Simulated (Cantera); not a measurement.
Input: 1 mol Cu, a varied amount of H2O, 8.2 mol N2, held at 640 Pa.

These are equilibrium values from Cantera (NASA tables, ideal gas, pure condensed phases), not measurements of a reactor. Candidate condensed phases: Cu, CuO, Cu(OH)2, Cu2O, H2O; 27 gas species. Mutual solubility and eutectic melting of coexisting phases are not modelled. Rates play no part.

Problem. What condenses at these points (T in K, n(H2O) in mol): (1048, 4.7); (1198, 4.7); (948, 1); (748, 4.7); (1248, 0.6)?

Solution. 
| T (K) | n(H2O) in mol | condensed phases | Cu condensed (%) |
|---|---|---|---|
| 1048 | 4.7 | Cu + Cu2O | 100.0 |
| 1198 | 4.7 | Cu | 100.0 |
| 948 | 1 | Cu | 100.0 |
| 748 | 4.7 | Cu | 100.0 |
| 1248 | 0.6 | Cu | 100.0 |
